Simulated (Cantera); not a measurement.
What does this Cantera script print?

```python
import numpy as np
import cantera as ct

gas_names = [...]  # 95 gases of nasa_gas.yaml made of C, F, H
cond_names = """
    C(gr) C6H6(L) C7H8(L) C8H18(L),n-octa
""".split()


# ... load() reads the species with a 1 bar reference pressure and builds the phases ...
atoms = {
    'c-C4F8': {'C': 4, 'F': 8},
    'H2': {'H': 2},
}
top_T = {'C(gr)': 4500}  # K; cautious upper limits of use, not melting points


# ... equilibrate(T, P, feed) seeds the gas with the atoms and calls Mixture.equilibrate('TP', solver="vcs", rtol=1e-11, max_steps=5000) ...
results = []
T = 648.15  # K
P = 10000  # Pa
for m in [1, 1.2, 1.3, 1.5, 1.7, 2, 2.2, 2.5, 2.9, 3.3, 3.7, 4.3, 4.8]:
    feed = {'c-C4F8': 1, 'H2': m}  # mol
    mix = equilibrate(T, P, feed)
    results.append((T, P, feed, dict(zip(mix.species_names, mix.species_moles))))

top = {s: max(r[3][s] / sum(r[3][g] for g in gas_names) for r in results) for s in gas_names}
cols = sorted((s for s in top if top[s] > 0.001), key=lambda s: -top[s])[:6]
seen = [c for c in cond_names if any(r[3].get(c, 0) > 1e-12 for r in results)]
print("log10 of partial pressures in bar; condensed amounts in mol")
print(f"{'n(H2)':>10s}" + "".join(f"{s[:9]:>10s}" for s in cols + seen))
for T, P, feed, n in results:
    ng = sum(n[g] for g in gas_names)
    print(f"{feed['H2']:10.4g}" + "".join(f"{np.log10(max(n[s] / ng * P / 1e5, 1e-99)):10.3f}" for s in cols)
          + "".join(f"{n.get(c, 0):10.4g}" for c in seen))
```

Output:

```
log10 of partial pressures in bar; condensed amounts in mol
     n(H2)        HF       CF4        H2       CH4     C(gr)
         1    -1.243    -1.368   -12.773   -24.112       2.5
       1.2    -1.200    -1.434   -12.653   -23.872       2.6
       1.3    -1.182    -1.466   -12.601   -23.768      2.65
       1.5    -1.151    -1.531   -12.508   -23.581      2.75
       1.7    -1.127    -1.597   -12.425   -23.416      2.85
         2    -1.097    -1.699   -12.315   -23.196         3
       2.2    -1.081    -1.770   -12.248   -23.061       3.1
       2.5    -1.061    -1.885   -12.150   -22.866      3.25
       2.9    -1.039    -2.062   -12.019   -22.603      3.45
       3.3    -1.022    -2.298   -11.867   -22.299      3.65
       3.7    -1.009    -2.702   -11.638   -21.841      3.85
       4.3    -1.015   -20.985    -2.508    -3.583     3.978
       4.8    -1.036   -21.743    -2.172    -2.909     3.893
```

Method: chemical equilibrium by Gibbs-energy minimisation in Cantera with the NASA 1993 tables (ideal gas, pure condensed phases). The feed counts by its element totals alone. Condensed phases not in the tables: fluorocarbon polymer. Gases not in the tables: C2F6 and larger saturated fluorocarbons.
